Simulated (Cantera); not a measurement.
A perfectly stirred reactor is fed with H₂ : O₂ : N₂ = 1 : 0.562 : 2.25 (molar parts), at 80000 Pa; it is adiabatic with a 325 K inlet, and is followed from long to short residence time, starting on the burning branch (τ in s: 0.083, 0.04, 0.019, 0.0092, 0.0044, 0.0021, 0.001, 0.00049, 0.00024, 0.00011, 5.5e-05, 2.7e-05).

Computed with Cantera and the H2/O2 subset of GRI-Mech 3.0, which has no nitrogen chemistry.

### Question
What does this change do: N2 2.25 to 3.3 parts?

### Answer
```
quantity                                                                          before                               after
------------------------------------------------  --------------------------------------  ----------------------------------
blow-out, bracketed by the residence times tried  burning at 27.0 µs, the shortest tried  burning at 55.0 µs, out at 27.0 µs
x(H₂) at τ = 83.0 ms                                                             0.00460                             0.00184
x(O₂) at τ = 83.0 ms                                                              0.0191                              0.0144
x(OH) at τ = 83.0 ms                                                             0.00664                             0.00242
x(H) at τ = 83.0 ms                                                             0.000704                            0.000248
x(HO₂) at τ = 83.0 ms                                                            1.98e-6                             1.36e-6
x(H₂) at τ = 1.00 ms                                                              0.0218                              0.0153
x(O₂) at τ = 1.00 ms                                                              0.0262                              0.0208
x(OH) at τ = 1.00 ms                                                              0.0129                             0.00607
x(H) at τ = 1.00 ms                                                               0.0108                             0.00893
x(HO₂) at τ = 1.00 ms                                                            8.00e-6                             9.44e-6
```

### Question
What does this change do: inlet temperature 325 to 450 K?

### Answer
```csv
quantity,before,after
"blow-out, bracketed by the residence times tried","burning at 27.0 µs, the shortest tried","burning at 27.0 µs, the shortest tried"
x(H₂) at τ = 83.0 ms,0.00460,0.00634
x(O₂) at τ = 83.0 ms,0.0191,0.0194
x(OH) at τ = 83.0 ms,0.00664,0.00843
x(H) at τ = 83.0 ms,0.000704,0.00112
x(HO₂) at τ = 83.0 ms,1.98e-6,2.43e-6
x(H₂) at τ = 1.00 ms,0.0218,0.0232
x(O₂) at τ = 1.00 ms,0.0262,0.0264
x(OH) at τ = 1.00 ms,0.0129,0.0146
x(H) at τ = 1.00 ms,0.0108,0.0114
x(HO₂) at τ = 1.00 ms,8.00e-6,7.03e-6
```
